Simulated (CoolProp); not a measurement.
Properties of toluene along the isobar 0.101 MPa (Tc = 318.6 °C, pc = 4.126 MPa, ω = 0.266).

Computed with CoolProp (reference Helmholtz-energy equation of state, Lemmon 2006). It is a short technical equation, of lower accuracy than the large ones.

```tsv
T (°C)	phase	density (kg/m³)	cp (kJ/(kg K))	isothermal compressibility (1/MPa)	viscosity (µPa s)
218.25	gas	2.317	1.838	10.07	11.3
228.15	gas	2.268	1.868	10.06	11.5
237.95	gas	2.223	1.896	10.05	11.7
247.85	gas	2.178	1.925	10.04	12.0
257.75	gas	2.136	1.953	10.03	12.2
267.65	gas	2.095	1.981	10.02	12.4
277.55	gas	2.056	2.008	10.02	12.6
287.45	gas	2.018	2.035	10.01	12.8
297.35	gas	1.982	2.061	10.00	13.1
307.25	gas	1.947	2.087	9.998	13.3
317.15	gas	1.914	2.112	9.993	13.5
327.05	gas	1.881	2.137	9.988	13.7
336.95	gas	1.850	2.161	9.983	13.9
346.85	gas	1.819	2.185	9.979	14.2
```

Viscosity comes from a separate model (Avgeri 2015).
